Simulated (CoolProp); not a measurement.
Properties of R404A along the isobar 2.19 MPa (Tc = 345.3 K, pc = 3.735 MPa, ω = 0.293).

Model: reference Helmholtz-energy equation of state, Lemmon 2003, in CoolProp. It is a pseudo-pure fit of the blend.

| T (K) | phase | speed of sound (m/s) | expansivity (1/kK) | conductivity (mW/(m K)) |
|---|---|---|---|---|
| 220.7 | liquid | 763.4 | 2.230 | 95.5 |
| 242.2 | liquid | 661.0 | 2.502 | 88.0 |
| 263.7 | liquid | 560.9 | 2.941 | 80.8 |
| 285.2 | liquid | 458.0 | 3.725 | 73.6 |
| 306.7 | liquid | 345.1 | 5.520 | 65.9 |
| 349.6 | gas | 146.3 | 7.057 | 20.4 |
| 371.1 | gas | 159.1 | 5.286 | 21.6 |
| 392.6 | gas | 169.4 | 4.327 | 22.9 |
| 414.1 | gas | 178.3 | 3.712 | 24.2 |
| 435.6 | gas | 186.2 | 3.278 | 25.6 |
| 457 | gas | 193.3 | 2.955 | 27.1 |
| 478.5 | gas | 199.9 | 2.700 | 28.5 |
| 500 | gas | 206.1 | 2.493 | 30.0 |

Thermal conductivity comes from a separate model (Geller 2001).
